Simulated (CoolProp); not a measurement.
Dimethyl carbonate at 460.53 K and 0.578 MPa is throttled through a valve to 0.283 MPa with no heat exchange. Each further row changes one setting.

The numbers come from the reference Helmholtz-energy equation of state, Zhou 2011 in CoolProp.

```
case                        temperature change (K)  final density (kg/m³)
--------------------------  ----------------------  ---------------------
as stated                                     -3.6                   6.98
outlet pressure 0.0849 MPa                       …                      …
outlet pressure 0.368 MPa                     -2.6                      …
```

Question: Some entries are withheld; supply them.

Answer: 
- outlet pressure 0.0849 MPa, temperature change (K): -6.0
- outlet pressure 0.0849 MPa, final density (kg/m³): 2.05
- outlet pressure 0.368 MPa, final density (kg/m³): 9.17
